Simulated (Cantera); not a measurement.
An adiabatic, constant-pressure homogeneous reactor starts with CO : H₂ : O₂ : N₂ = 1 : 0.19 : 0.248 : 0.932 (molar parts), equivalence ratio 2.4, at 1650 K and 6.80 bar. Integrator tolerance rtol = 1e-08.

Detailed kinetics in Cantera: GRI-Mech 3.0 (53 species, 325 reactions). The hydrogen kinetics of GRI-Mech 3.0 are dated; newer H2 mechanisms differ, most at raised pressure.

### Question
What does this change do: initial temperature 1650 to 1525 K?

### Answer
| quantity | before | after |
|---|---|---|
| time of steepest temperature rise | 2.37 µs | 3.42 µs |
| temperature at 0.400 s | 2970 K | 2906 K |
| equilibrium temperature | 2970 K | 2906 K |
| x(CO) at 0.400 s | 0.316 (gas-phase equilibrium 0.316) | 0.314 (gas-phase equilibrium 0.314) |
| x(H₂) at 0.400 s | 0.0181 (gas-phase equilibrium 0.0181) | 0.0183 (gas-phase equilibrium 0.0183) |
| x(O₂) at 0.400 s | 0.00287 (gas-phase equilibrium 0.00287) | 0.00190 (gas-phase equilibrium 0.00190) |
| x(N₂O) at 0.400 s | 4.35e-7 (gas-phase equilibrium 4.35e-7) | 3.26e-7 (gas-phase equilibrium 3.26e-7) |
| x(OH) at 0.400 s | 0.00832 (gas-phase equilibrium 0.00832) | 0.00657 (gas-phase equilibrium 0.00657) |
| x(NO) at 0.400 s | 0.00399 (gas-phase equilibrium 0.00399) | 0.00300 (gas-phase equilibrium 0.00300) |

### Question
What does this change do: initial temperature 1650 to 1250 K?

### Answer
```json
[
 {"quantity": "time of steepest temperature rise", "before": "2.37 µs", "after": "14.2 µs"},
 {"quantity": "temperature at 0.400 s", "before": "2970 K", "after": "2738 K"},
 {"quantity": "equilibrium temperature", "before": "2970 K", "after": "2738 K"},
 {"quantity": "x(CO) at 0.400 s", "before": "0.316 (gas-phase equilibrium 0.316)", "after": "0.309 (gas-phase equilibrium 0.309)"},
 {"quantity": "x(H₂) at 0.400 s", "before": "0.0181 (gas-phase equilibrium 0.0181)", "after": "0.0190 (gas-phase equilibrium 0.0190)"},
 {"quantity": "x(O₂) at 0.400 s", "before": "0.00287 (gas-phase equilibrium 0.00287)", "after": "0.000538 (gas-phase equilibrium 0.000538)"},
 {"quantity": "x(N₂O) at 0.400 s", "before": "4.35e-7 (gas-phase equilibrium 4.35e-7)", "after": "1.38e-7 (gas-phase equilibrium 1.38e-7)"},
 {"quantity": "x(OH) at 0.400 s", "before": "0.00832 (gas-phase equilibrium 0.00832)", "after": "0.00325 (gas-phase equilibrium 0.00325)"},
 {"quantity": "x(NO) at 0.400 s", "before": "0.00399 (gas-phase equilibrium 0.00399)", "after": "0.00127 (gas-phase equilibrium 0.00127)"}
]
```
